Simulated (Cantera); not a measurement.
**Ignition delay**

Mixture: 22.7 % CH3OH, 16.2 % O2, 61.1 % N2, equivalence ratio 2.1, at 653 Torr, adiabatic and at constant pressure. Ignition delay is the time to a rise of 400 K.

Model: GRI-Mech 3.0 (53 species, 325 reactions), integrated in Cantera. GRI-Mech 3.0 was tuned for natural gas; its chemistry of methanol as a main component is partial and can be far from experiment.

```
T0 (K)  delay (ms)
------  ----------
1250          4.15
1325          1.44
1400         0.570
1475         0.255
1550         0.127
1625        0.0691
1700        0.0405
```

| Quantity | Value |
|---|---|
| apparent activation energy between 1550 and 1700 K | 170 kJ/mol |
